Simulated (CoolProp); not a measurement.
A closed Brayton cycle with carbon dioxide: compressor inlet 309.15 K and 8 MPa, high pressure 23.5 MPa, turbine inlet 650 K, compressor efficiency 0.89, turbine efficiency 0.93, recuperator effectiveness 0.95 (on enthalpy, no pinch check). Each further row changes one setting.

Computed with CoolProp (reference Helmholtz-energy equation of state, Span 1996).

```
case                           thermal efficiency (%)  net work (kJ/kg)  compressor to turbine work  compressor exit (K)  turbine exit (K)
-----------------------------  ----------------------  ----------------  --------------------------  -------------------  ----------------
as stated                                        31.5              72.0                        0.34                372.7             534.5
turbine inlet 600 K                               [?]              60.8                        0.38                372.7             489.0
compressor inlet 319.15 K                        29.0               [?]                        0.46                  [?]             534.5
high pressure 20 MPa                             30.8              64.6                         [?]                363.0             551.4
recuperator effectiveness 0.5                    22.9              72.0                        0.34                372.7             534.5
```

Q: What belongs in the gaps?

A: 
- turbine inlet 600 K, thermal efficiency (%): 28.3
- compressor inlet 319.15 K, net work (kJ/kg): 58.0
- compressor inlet 319.15 K, compressor exit (K): 404.9
- high pressure 20 MPa, compressor to turbine work: 0.31
